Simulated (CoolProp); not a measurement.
Computed with CoolProp (reference Helmholtz-energy equation of state, Lemmon 2006). It is a short technical equation, of lower accuracy than the large ones.

### Question
Give the vapour pressure (kPa), liquid density (kg/m³), vapour density (kg/m³), enthalpy of vaporisation (kJ/kg) of saturated carbonyl sulfide at 260.6 K.

### Answer
```csv
T (K),p (kPa),liquid density (kg/m³),vapour density (kg/m³),enthalpy of vaporisation (kJ/kg)
260.6,439,1090,13.2,281
```
